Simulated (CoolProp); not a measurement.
Ammonia at 293.15 K and 15.2 MPa flows at 0.076 m/s in a round tube of 100 mm bore and 0.25 µm roughness, fully developed (64/Re and Nu = 3.66 if laminar; Colebrook and Gnielinski if turbulent). Each further row changes one setting.

Values from CoolProp's reference Helmholtz-energy equation of state, Gao 2020.

```csv
case,Reynolds number,Darcy friction factor,pressure drop (Pa/m),heat-transfer coefficient (W/(m² K)),mass flow (kg/h)
as stated,(withheld),(withheld),0.417,(withheld),(withheld)
velocity 0.152 m/s,63100,0.0199,(withheld),944,(withheld)
diameter 200 mm,63100,0.0199,(withheld),472,5350
```

Task: Fill in the missing entries.

Result: 
- as stated, Reynolds number: 31500
- as stated, Darcy friction factor: 0.0232
- as stated, heat-transfer coefficient (W/(m² K)): 538
- as stated, mass flow (kg/h): 1340
- velocity 0.152 m/s, pressure drop (Pa/m): 1.43
- velocity 0.152 m/s, mass flow (kg/h): 2670
- diameter 200 mm, pressure drop (Pa/m): 0.178

Viscosity comes from a separate model (Fenghour 1995). Thermal conductivity comes from a separate model (Tufeu 1984).
